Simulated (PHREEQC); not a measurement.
A solution holds 0.0023 mol/kgw HF and 0.0014 mol/kgw NaF, at 20 °C. Closed to the air; pH follows from the charge balance.

All values are PHREEQC results (ion-association model, wateq4f.dat), not measurements.

```tsv
quantity	before	after
pH	3.21	3.36
ionic strength (mol/kgw)	0.00204	0.00325
F- (mol/kgw)	0.00203	0.00323
HF (mol/kgw)	0.00163	0.00180
HF2- (mol/kgw)	1.22e-5	2.14e-5
```

Q: Which change was made?
A) NaF from 0.0014 to 0.00014 mol/kgw
B) NaF left out
C) HF replaced by KHF2 at the same molality
D) 0.00017 mol/kgw NH3 added
E) NaF from 0.0014 to 0.0028 mol/kgw

A: E, NaF from 0.0014 to 0.0028 mol/kgw

No solid was allowed to form.
